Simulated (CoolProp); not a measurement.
The fluid at 443.03 K and 0.525 MPa expands adiabatically to 0.0363 MPa with isentropic efficiency 0.9. The same conditions are run with several fluids, on thermodynamics alone (safety and materials aside).

The numbers come from the reference Helmholtz-energy equation of state of each fluid (R152A: Outcalt 1996; nitrous oxide: Lemmon 2006; R142b: Lemmon 2006; sulfur dioxide: Gao 2016; propyne: Polt 1992) in CoolProp. The equations of Platzer and Polt are older, rougher fits.

**Question.** Rank R152A, nitrous oxide, R142b, sulfur dioxide, propyne by work (kJ/kg), highest first.

**Answer.** propyne (188), nitrous oxide (155), R152A (116), sulfur dioxide (106), R142b (77.6)

```json
[
 {"fluid": "R152A", "final temperature (K)": "345.9", "final density (kg/m³)": "0.837"},
 {"fluid": "nitrous oxide", "final temperature (K)": "274.7", "final density (kg/m³)": "0.701"},
 {"fluid": "R142b", "final temperature (K)": "361.0", "final density (kg/m³)": "1.22"},
 {"fluid": "sulfur dioxide", "final temperature (K)": "277.0", "final density (kg/m³)": "1.02"},
 {"fluid": "propyne", "final temperature (K)": "334.0", "final density (kg/m³)": "0.526"}
]
```
